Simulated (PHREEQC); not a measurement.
A column of 0.1 m (30 cells, dispersivity 0.0035 m, 3600 s a shift, diffusion coefficient 3e-10 m²/s) holds 0.057 eq of the database's cation exchanger X per kg of pore water, first in equilibrium with 0.0011 mol/kgw ZnSO4, 0.0016 mol/kgw MgCl2 and 1e-05 mol/kgw HCl. It is flushed with 28 mmol/kgw Na2SO4, 76 mmol/kgw LiCl and 0.01 mmol/kgw HCl, at 40 °C. Values are for the last cell. CO2 from the air is kept out. Precipitation was switched off in this run.

Base run: PHREEQC, ion-association model, phreeqc.dat. Each further column changes one thing. The table gives Li in solution (mol/kgw).

```csv
pore volumes,base,exchange capacity from 0.057 to 0.029 eq/kgw,dispersivity from 0.0035 to 0.007 m
0,0,0,0
0.3167,5.55e-10,1.03e-8,2.23e-6
0.6167,0.000591,0.00134,0.00336
0.9167,0.0159,0.0216,0.0218
1.217,0.0421,0.0496,0.0428
1.517,0.0583,0.0644,0.0565
1.817,0.0655,0.0701,0.0640
2.117,0.0688,0.0724,0.0679
2.417,0.0707,0.0735,0.0701
2.717,0.0719,0.0742,0.0715
3.017,0.0727,0.0746,0.0724
```

At this temperature some constants are extrapolated from 25 °C, and those without enthalpy data are left unchanged.
